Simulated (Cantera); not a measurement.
A closed system holds: 1 mol MgO, 0.013 mol C, 0.42 mol H2, at 100000 Pa.

Equilibrium computed with Cantera from the NASA thermochemical tables; the gas is ideal and each condensed phase is pure. Candidate condensed phases: C, C6H6, C7H8, C8H18, H2O, Mg, MgCO3, MgO, Mg(OH)2; 116 gas species. Equilibrium is a limit: real reactors are often held back by kinetics, nucleation or transport.

Q: Which condensed phases are stable at each of these points (T (°C)): 1475, 1575, 1675, 1775, 1875, 1975, 2075, 2175, 2275, 2375, 2475, 2575, 2675, 2775?

A: 
```json
[
 {"T (°C)": "1475", "condensed phases": "C(graphite) + MgO(s)", "Mg condensed (%)": "98.9"},
 {"T (°C)": "1575", "condensed phases": "MgO(s)", "Mg condensed (%)": "98.7"},
 {"T (°C)": "1675", "condensed phases": "MgO(s)", "Mg condensed (%)": "98.7"},
 {"T (°C)": "1775", "condensed phases": "MgO(s)", "Mg condensed (%)": "98.7"},
 {"T (°C)": "1875", "condensed phases": "MgO(s)", "Mg condensed (%)": "98.6"},
 {"T (°C)": "1975", "condensed phases": "MgO(s)", "Mg condensed (%)": "98.3"},
 {"T (°C)": "2075", "condensed phases": "MgO(s)", "Mg condensed (%)": "97.8"},
 {"T (°C)": "2175", "condensed phases": "MgO(s)", "Mg condensed (%)": "96.9"},
 {"T (°C)": "2275", "condensed phases": "MgO(s)", "Mg condensed (%)": "95.6"},
 {"T (°C)": "2375", "condensed phases": "MgO(s)", "Mg condensed (%)": "93.7"},
 {"T (°C)": "2475", "condensed phases": "MgO(s)", "Mg condensed (%)": "91.1"},
 {"T (°C)": "2575", "condensed phases": "MgO(s)", "Mg condensed (%)": "87.5"},
 {"T (°C)": "2675", "condensed phases": "MgO(s)", "Mg condensed (%)": "82.8"},
 {"T (°C)": "2775", "condensed phases": "MgO(s)", "Mg condensed (%)": "76.5"}
]
```

At 1475 °C the condensed part is C(graphite) + MgO(s). From 1575 °C to 2775 °C the condensed part is MgO(s).
